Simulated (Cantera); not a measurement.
What does this Cantera script print?

```python
import numpy as np
import cantera as ct

gas_names = """
    CO2 O
""".split()
cond_names = """
    Ta2O5(s) Ta2O5(L) TaC(s) TaC(L)
""".split()


def load(file, names, dense=False):
    # The tables refer to 1 bar. Condensed volumes are neglected.
    table = {s.name: s for s in ct.Species.list_from_file(file)}
    out = []
    for n in names:
        d = dict(table[n].input_data)
        d["thermo"] = dict(d["thermo"], **{"reference-pressure": 1e5})
        if dense:
            d["equation-of-state"] = {"model": "constant-volume", "density": "1e6 g/cm^3"}
        out.append(ct.Species.from_dict(d))
    return out


species = {s.name: s for s in load("nasa_gas.yaml", gas_names) + load("nasa_condensed.yaml", cond_names)}
# Each term lists the table entries of one substance; the one whose range holds T is used.
reactions = {
    '2 CO2(g) + Ta2O5 = 2 TaC + 9 O(g)':
        [(-2, ['CO2']), (-1, ['Ta2O5(s)', 'Ta2O5(L)']), (2, ['TaC(s)', 'TaC(L)']), (9, ['O'])],
}


def pick(names, T):
    return next(species[n] for n in names if species[n].thermo.min_temp <= T <= species[n].thermo.max_temp)


results = []
for label, terms in reactions.items():
    print(label)
    print("     T/K   dH/kJ  dS/(J/K)   dG/kJ   log10 K")
    for T in [498, 573, 648, 723, 798]:
        used = [(nu, pick(names, T)) for nu, names in terms]
        dH = sum(nu * s.thermo.h(T) for nu, s in used) / 1e6
        dS = sum(nu * s.thermo.s(T) for nu, s in used) / 1e3
        dG = dH - T * dS / 1e3
        logK = -dG * 1e6 / (ct.gas_constant * T * np.log(10))
        results.append((label, T, dH, dS, dG, logK, [s.name for _, s in used]))
        print(f"{T:8g} {dH:8.1f} {dS:8.1f} {dG:8.1f} {logK:8.2f}")
```

It prints:

```
2 CO2(g) + Ta2O5 = 2 TaC + 9 O(g)
     T/K   dH/kJ  dS/(J/K)   dG/kJ   log10 K
     498   4796.8    988.2   4304.6  -451.50
     573   4799.0    992.5   4230.3  -385.63
     648   4800.8    995.4   4155.8  -334.99
     723   4802.1    997.2   4081.1  -294.84
     798   4802.9    998.4   4006.2  -262.23
```

Source: NASA polynomial tables (part measured, part estimated), evaluated in Cantera. TaC: taken at fixed stoichiometry. Condensed species are held in their standard states even where they would react or evaporate.
